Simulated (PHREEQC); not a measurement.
0.042 g of hydrous ferric oxide (600 m²/g; 0.2 weak and 0.005 strong sites per Fe, Dzombak-Morel constants, diffuse double layer) in 1 kg of water with 0.05 mol/kgw of an inert sodium salt and 9.7e-07 mol/kgw Ag2SO4, at 25 °C; the pH is set by adding NaOH or the inert anion's acid. O2 is buffered at 0.21 atm. The system is closed to CO2. Precipitation was switched off in this run.

Equilibrium calculation in PHREEQC: ion-association model, wateq4f.dat.

| pH | S sorbed (%) | Ag sorbed (%) | surface charge σ (C/m²) | surface potential ψ (mV) |
|---|---|---|---|---|
| 4 | 97.1 | 0.0 | 0.288 | 159 |
| 4.5 | 94.2 | 0.0 | 0.234 | … |
| 5 | 85.7 | 0.2 | … | 134 |
| 5.5 | 64.0 | 0.7 | 0.128 | 118 |
| 6 | 30.4 | 2.4 | 0.088 | 99 |
| 6.5 | 8.2 | 7.5 | 0.057 | 78 |
| 7.5 | 0.2 | 38.4 | 0.017 | … |
| 8 | 0.0 | 59.9 | 0.003 | 6 |
| 8.5 | 0.0 | 77.7 | -0.010 | … |
| 9 | 0.0 | 89.4 | -0.026 | -45 |
| 9.5 | 0.0 | 95.7 | -0.046 | -68 |
| 10 | 0.0 | 98.4 | -0.074 | -90 |

Task: Complete the blanks.

Result: 
- 4.5, surface potential ψ (mV): 148
- 5, surface charge σ (C/m²): 0.177
- 7.5, surface potential ψ (mV): 31
- 8.5, surface potential ψ (mV): -20

Species that the database lacks are ignored.
